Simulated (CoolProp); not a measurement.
R113 along the isobar 4.47 MPa: fugacity coefficient from the reference equation and from simpler models built on Tc = 214.1 °C, pc = 3.392 MPa, ω = 0.253; each cubic takes its own stable root.

Values from CoolProp's reference Helmholtz-energy equation of state, Marx 1992.

```
T (°C)   phase  reference  van der Waals  Soave-Redlich-Kwong  Peng-Robinson
------  ------  ---------  -------------  -------------------  -------------
26.05   liquid    0.01263            ___              0.01279        0.01266
35.35   liquid    0.01773         0.1095                  ___        0.01768
44.65   liquid    0.02427         0.1260              0.02461        0.02411
54.05   liquid    0.03258         0.1439              0.03307        0.03227
63.35   liquid    0.04269         0.1629              0.04340        0.04219
72.65   liquid    0.05489         0.1830              0.05589        0.05417
81.95   liquid    0.06937         0.2041              0.07075        0.06838
91.25   liquid    0.08628         0.2264              0.08814            ___
100.55  liquid     0.1057         0.2496               0.1082         0.1042
109.95  liquid     0.1281         0.2739               0.1313         0.1262
119.25  liquid     0.1530         0.2988               0.1569            ___
128.55  liquid        ___         0.3244               0.1853         0.1778
137.85  liquid     0.2108         0.3507               0.2165         0.2076
147.15  liquid     0.2436         0.3774               0.2503         0.2399
```

### Question
Complete the blanks.

### Answer

- 26.05, van der Waals: 0.09428
- 35.35, Soave-Redlich-Kwong: 0.01796
- 91.25, Peng-Robinson: 0.08501
- 119.25, Peng-Robinson: 0.1507
- 128.55, reference: 0.1805
